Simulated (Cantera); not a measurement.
A closed system holds: 1 mol Si2H6, a varied amount of N2, 0.35 mol Cl2, equilibrated at 1200 °C and 210 Pa.

Cantera equilibrium calculation (NASA polynomials, part measured and part estimated; ideal gas, pure solids and liquids). Candidate condensed phases: NH4Cl, Si, Si3N4; 28 gas species. The feed counts by its element totals alone. N2 is the only nitrogen source here; it is nearly inert below about 1500 K, so the nitride shown seldom forms there in practice. Rates play no part.

x: gas mole fraction; n: condensed amount in mol.

```csv
n(N2) (mol),x N2,x H2,x HCl,x SiCl2,x H,n Si3N4(s)
28,0.888,0.0892,0.0213,0.000968,8.26e-5,0.657
33,0.904,0.0764,0.0183,0.000821,7.65e-5,0.657
39,0.918,0.0653,0.0156,0.000695,7.07e-5,0.657
47,0.932,…,…,…,6.46e-5,0.657
55,0.941,0.0469,0.0113,0.000494,5.99e-5,0.657
65,0.950,0.0399,0.00959,0.000418,5.53e-5,0.657
77,0.958,0.0339,0.00813,0.000353,5.09e-5,0.657
91,0.964,…,…,…,…,0.657
110,0.970,0.0239,0.00574,0.000247,4.27e-5,0.657
130,0.975,0.0203,0.00487,0.000209,3.94e-5,0.657
150,0.978,0.0176,0.00423,0.000181,3.67e-5,0.657
180,0.982,0.0147,0.00353,0.000151,3.35e-5,0.657
210,0.984,0.0126,0.00303,0.000129,3.11e-5,0.657
```

Some entries are withheld; supply them.


- 91, x H2: 0.0288
- 91, x HCl: 0.00691
- 91, x SiCl2: 0.000299
- 91, x H: 4.69e-5
- 47, x H2: 0.0546
- 47, x HCl: 0.0131
- 47, x SiCl2: 0.000577
